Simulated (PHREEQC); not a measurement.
PHREEQC input (ion-association model, wateq4f.dat):

```
SOLUTION_MASTER_SPECIES
  An  An-  0  An  62.0  # stands for a non-complexing anion
SOLUTION_SPECIES
  An- = An-
    -log_k 0
    -gamma 3.0 0
PHASES
  Fix_H+
    H+ = H+
    -log_k 0
SOLUTION 1
  temp 25
  units mmol/kgw
  pH 7 charge
  Cl 0.0042
  Ba 0.0021
  Na 100
  An 100
END
SELECTED_OUTPUT 1
  -reset false
  -pH true
  -pe true
  -ionic_strength true
  -water true
  -totals Ba Cl Na
  -molalities Hfo_wOH Hfo_wOH2+ Hfo_wO- Hfo_sOH Hfo_sOH2+ Hfo_sO- Hfo_sOHBa+2 Hfo_wOBa+
  -saturation_indices Halite
USER_PUNCH 1
  -headings sigma psi
  10 PUNCH EDL("sigma", "Hfo"), EDL("psi", "Hfo")
PRINT
  -reset false
USE solution 1
SURFACE 1
  Hfo_wOH 0.00121348 600 0.54
  Hfo_sOH 3.03371e-05
EQUILIBRIUM_PHASES 1
  Fix_H+ -4 HAn 10
    -force_equality true
  O2(g) -0.68 10
END
# ... the last block is repeated for the other 12 points of pH, with NaOH or the acid as the point needs
```

Selected output (columns that matter, 13 of 13 rows; pH added in front):

```
pH	mu	Ba	Cl	Na	m_Hfo_wOH	m_Hfo_wOH2+	m_Hfo_wO-	m_Hfo_sOH	m_Hfo_sOH2+	m_Hfo_sO-	m_Hfo_sOHBa+2	si_Halite	sigma	psi
4	0.10067	2.1e-06	4.2e-06	0.1	0.00016134	0.0010516	5.6709e-07	4.0335e-06	2.6289e-05	1.4177e-08	1.0246e-11	-8.1825	0.32083	0.14646
4.67	0.10046	2.0999e-06	4.2e-06	0.1	0.00037562	0.00083398	3.8757e-06	9.3906e-06	2.085e-05	9.6892e-08	6.0599e-11	-8.1823	0.2534	0.1345
5.33	0.10031	2.0996e-06	4.2e-06	0.1	0.00060509	0.00059427	1.4114e-05	1.5127e-05	1.4857e-05	3.5285e-07	3.992e-10	-8.1822	0.1771	0.11641
6	0.1002	2.0969e-06	4.2e-06	0.1	0.00077892	0.00039979	3.4766e-05	1.9471e-05	9.9938e-06	8.6906e-07	3.0675e-09	-8.1821	0.11143	0.093446
6.67	0.10011	2.0728e-06	4.2e-06	0.1	0.0008771	0.00027145	6.4924e-05	2.1908e-05	6.7803e-06	1.6217e-06	2.7146e-08	-8.1821	0.063061	0.066808
7.33	0.10006	1.8515e-06	4.2e-06	0.1	0.00091911	0.00019525	9.9114e-05	2.279e-05	4.8414e-06	2.4576e-06	2.4834e-07	-8.182	0.02949	0.037432
8	0.10001	8.1595e-07	4.2e-06	0.1	0.00093135	0.00014638	0.00013575	2.2299e-05	3.5048e-06	3.2503e-06	1.2826e-06	-8.182	0.0040069	0.0055385
8.67	0.10004	1.0587e-07	4.2e-06	0.10008	0.00092485	0.00010922	0.00017941	2.1604e-05	2.5513e-06	4.1909e-06	1.9911e-06	-8.1817	-0.020205	-0.026752
9.33	0.10012	1.0884e-08	4.2e-06	0.1002	0.0008944	7.512e-05	0.00024395	2.0824e-05	1.749e-06	5.6798e-06	2.0846e-06	-8.1812	-0.050209	-0.05704
10	0.10029	1.3758e-09	4.2e-06	0.10045	0.00081686	4.3261e-05	0.00035334	1.9014e-05	1.007e-06	8.2247e-06	2.0914e-06	-8.1803	-0.093251	-0.084827
10.67	0.10087	2.5575e-10	4.2e-06	0.10113	0.00066758	1.9392e-05	0.00052648	1.5542e-05	4.5147e-07	1.2257e-05	2.0866e-06	-8.1777	-0.15329	-0.10903
11.33	0.10319	8.3941e-11	4.1999e-06	0.10358	0.00044867	6.0785e-06	0.00075869	1.0451e-05	1.4159e-07	1.7672e-05	2.0719e-06	-8.1691	-0.22812	-0.12848
12	0.11378	7.1322e-11	4.1999e-06	0.11429	0.0002057	9.6287e-07	0.0010067	4.8003e-06	2.247e-08	2.3493e-05	2.021e-06	-8.1337	-0.3053	-0.14081
```

Complexes and solids missing from the database can't appear.
